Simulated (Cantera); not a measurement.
Input (Python, Cantera):

```python
import numpy as np
import cantera as ct

gas = ct.Solution("gri30.yaml")
gas.TPX = 550, 190000, {'CO': 1, 'H2': 0.041, 'O2': 0.62, 'N2': 2.33, 'CO2': 0.28}
inlet = ct.Reservoir(gas, clone=True)
gas.equilibrate("HP")  # start burning
reactor = ct.IdealGasConstPressureReactor(gas, energy="on", clone=False)
exhaust = ct.Reservoir(gas, clone=True)
tau = [0.2, 0.08, 0.032, 0.013, 0.0053, 0.0022, 0.00088, 0.00036, 0.00014, 5.9e-05][0]
for a, b in ((inlet, reactor), (reactor, exhaust)):
    ct.MassFlowController(a, b, mdot=lambda t: reactor.mass / tau)
net = ct.ReactorNet([reactor])
show = ['CO', 'H2', 'O2', 'O', 'H2O2', 'H']

rows = []
print(f"{'tau/s':>10s}{'T/K':>9s}" + "".join(f"{s:>11s}" for s in show))
for tau in [0.2, 0.08, 0.032, 0.013, 0.0053, 0.0022, 0.00088, 0.00036, 0.00014, 5.9e-05]:
    net.initial_time = 0.0
    net.advance(30 * tau)
    before = gas.X
    net.advance(40 * tau)
    drift = np.max(np.abs(gas.X - before) / (gas.X + 1e-9))
    rows.append([gas.T, *gas[show].X, drift])
    print(f"{tau:10.3e}{gas.T:9.1f}" + "".join(f"{x:11.3e}" for x in gas[show].X))
```

Result:

```
     tau/s      T/K         CO         H2         O2          O       H2O2          H
 2.000e-01   2282.0  1.754e-02  9.857e-05  3.240e-02  7.534e-04  1.178e-08  8.219e-05
 8.000e-02   2263.0  2.059e-02  1.163e-04  3.426e-02  9.425e-04  1.340e-08  1.101e-04
 3.200e-02   2224.3  2.643e-02  1.517e-04  3.742e-02  1.358e-03  1.737e-08  1.779e-04
 1.300e-02   2161.8  3.535e-02  2.090e-04  4.182e-02  2.141e-03  2.592e-08  3.249e-04
 5.300e-03   2077.6  4.669e-02  2.871e-04  4.700e-02  3.416e-03  4.224e-08  6.086e-04
 2.200e-03   1976.8  5.941e-02  3.799e-04  5.249e-02  5.243e-03  7.177e-08  1.099e-03
 8.800e-04   1851.4  7.424e-02  4.867e-04  5.869e-02  7.792e-03  1.330e-07  1.941e-03
 3.600e-04   1699.8  9.191e-02  5.875e-04  6.632e-02  1.043e-02  2.686e-07  3.056e-03
 1.400e-04    550.0  2.341e-01  9.600e-03  1.452e-01  1.744e-17  3.274e-17  1.667e-20
 5.900e-05    550.0  2.341e-01  9.600e-03  1.452e-01  1.181e-17 -2.018e-21  1.122e-20
```

Computed with Cantera and GRI-Mech 3.0 (53 species, 325 reactions).
